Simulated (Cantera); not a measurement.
A perfectly stirred reactor is fed with 38.5 % CH4, 61.5 % H2, at 0.000240 bar; it is held at 1800 K, and followed from long to short residence time.

Cantera simulation using GRI-Mech 3.0 (53 species, 325 reactions); the numbers are that mechanism's predictions, not measurements. GRI-Mech 3.0 stops at C3 and has no aromatics, soot or wall deposition, so with more carbon than oxygen in the feed, carbon stays in small species such as C2H2 where larger ones or solid carbon would form. Radical loss at walls, strong at low pressure, is not modelled.

x: mole fraction; the columns are a selection and need not sum to one.

```csv
τ (s),x CH4,x H2,x CH3,x C2H6,x H,x CH2
4.7,0.115,0.783,0.00494,1.68e-5,0.00171,6.18e-6
1.7,0.186,0.737,0.00690,3.45e-5,0.00141,6.91e-6
0.62,0.282,0.675,0.00780,4.81e-5,0.000973,6.10e-6
0.23,0.367,0.623,0.00452,1.89e-5,0.000396,2.09e-6
0.082,0.382,0.616,0.00152,2.27e-6,0.000126,2.90e-7
0.030,0.384,0.615,0.000549,2.61e-7,4.61e-5,4.05e-8
0.011,0.384,0.615,…,…,…,…
0.0040,0.385,0.615,…,…,…,6.34e-10
0.0014,0.385,0.615,2.39e-5,6.18e-11,3.84e-6,6.01e-11
0.00053,0.385,0.615,8.30e-6,1.98e-12,2.21e-6,5.82e-12
0.00019,0.385,0.615,2.58e-6,<1e-12,1.19e-6,<1e-12
```

### Question
Complete the blanks.

### Answer

- 0.011, x CH3: 0.000200
- 0.011, x C2H6: 2.45e-8
- 0.011, x H: 1.81e-5
- 0.011, x CH2: 5.35e-9
- 0.0040, x CH3: 7.15e-5
- 0.0040, x C2H6: 1.61e-9
- 0.0040, x H: 7.84e-6
